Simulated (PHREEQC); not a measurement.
A solution holds 0.0016 mol MgCl2, 0.12 mol Na2SO4 and 4.4e-06 mol H4SiO4 per kg of water, at 20 °C. Closed to the air; pH follows from the charge balance.

All values are PHREEQC results (ion-association model, wateq4f.dat), not measurements.

| quantity | before | after |
|---|---|---|
| pH | 7.28 | 7.09 |
| ionic strength (mol/kgw) | 0.311 | 0.309 |
| SO4-2 (mol/kgw) | 0.0943 | 0.0930 |
| MgSO4 (mol/kgw) | 0.000940 | 0.00106 |
| Mg+2 (mol/kgw) | 0.000660 | 0.000543 |
| HSO4- (mol/kgw) | 1.54e-7 | 3.19e-7 |
| SI of Quartz (SiO2) | -1.27 | -1.48 |

Q: What was changed between the two runs?
A. temperature from 20 to 35 °C
B. H4SiO4 replaced by Na2SiO3 at the same molality
C. Na2SO4 replaced by CuSO4 at the same molality
D. MgCl2 from 0.0016 to 0.00144 mol/kgw
E. diluted 10-fold with water

A: A, temperature from 20 to 35 °C

This is a speciation only: nothing precipitates in the calculation.
